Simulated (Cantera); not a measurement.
Feed: 1 mol PbO, 17 mol H2, held at 0.000100 bar.

Equilibrium computed with Cantera from the NASA thermochemical tables; the gas is ideal and each condensed phase is pure. Candidate condensed phases: H2O, Pb, PbO, PbO2, Pb3O4; 12 gas species. The numbers say what is thermodynamically allowed, not how fast it happens.

What share of the Pb ends up in condensed phases as a function of T (°C), at 502, 527, 552, 577, 602, 627, 652, 677, 702, 727, 752, 777, 802?


| T (°C) | Pb condensed (%) | as |
|---|---|---|
| 502 | 99.6 | Pb(l) |
| 527 | 99.0 | Pb(l) |
| 552 | 97.6 | Pb(l) |
| 577 | 94.6 | Pb(l) |
| 602 | 88.5 | Pb(l) |
| 627 | 76.4 | Pb(l) |
| 652 | 53.3 | Pb(l) |
| 677 | 9.9 | Pb(l) |
| 702 | 0.0 | - |
| 727 | 0.0 | - |
| 752 | 0.0 | - |
| 777 | 0.0 | - |
| 802 | 0.0 | - |
